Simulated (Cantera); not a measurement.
Input: 1 mol HF, 0.64 mol O₂, held at 3150 K and 13.3 mbar.

Equilibrium computed with Cantera from the NASA thermochemical tables; the gas is ideal and each condensed phase is pure. The numbers say what is thermodynamically allowed, not how fast it happens.

```
species    before     after
-------  --------  --------
O           0.401     0.424
F           0.116     0.212
H          0.0959     0.202
HF          0.307     0.142
O₂         0.0628    0.0113
OH         0.0142   0.00634
H₂O      0.000815  0.000122
H₂        0.00204   0.00176
```
Gas species are given as mole fractions.

Problem. What was changed between the two runs?
A. temperature from 3150 K to 2723.15 K
B. temperature from 3150 K to 1375 K
C. temperature from 3150 K to 3473 K
D. pressure from 13.3 mbar to 200 bar

Solution. C, temperature from 3150 K to 3473 K
